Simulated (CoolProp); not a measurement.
The fluid at 456.25 K and 0.159 MPa is throttled through a valve to 0.0516 MPa with no heat exchange. The same conditions are run with several fluids, on thermodynamics alone (safety and materials aside).

Model: reference Helmholtz-energy equation of state of each fluid (sulfur dioxide: Gao 2016; p-xylene: Zhou 2012; methanol: de Reuck 1993; the fluoroketone C6F12O (FK-5-1-12): McLinden 2015; nitrous oxide: Lemmon 2006), in CoolProp.

```csv
fluid,temperature change (K),final density (kg/m³)
sulfur dioxide,[?],0.875
p-xylene,-2.6,1.48
methanol,-2.3,0.440
the fluoroketone C6F12O (FK-5-1-12),[?],4.34
nitrous oxide,-0.5,[?]
```

Question: Complete the blanks.

Answer: 
- sulfur dioxide, temperature change (K): -1.1
- the fluoroketone C6F12O (FK-5-1-12), temperature change (K): -0.8
- nitrous oxide, final density (kg/m³): 0.600
